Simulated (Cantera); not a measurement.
A freely propagating, adiabatic, planar premixed flame of 7.81 % CH4, 0.859 % C2H6, 19.2 % O2, 72.1 % N2, unburnt at 525 K and 0.197 atm; multicomponent transport, grid criteria slope 0.08 and curve 0.16, no radiation.

Computed with Cantera and GRI-Mech 3.0 (53 species, 325 reactions). Burning velocities carry a grid error of a few per cent, more on coarse grids.

### Question
Predict: laminar burning velocity; thermal thickness; peak x(CH2); peak x(O); peak x(HCO).

### Answer
| Property | Result |
|---|---|
| laminar burning velocity | 135 cm/s |
| thermal thickness | 1.42 mm |
| peak x(CH2) | 6.25e-5 |
| peak x(O) | 0.00697 |
| peak x(HCO) | 9.18e-5 |
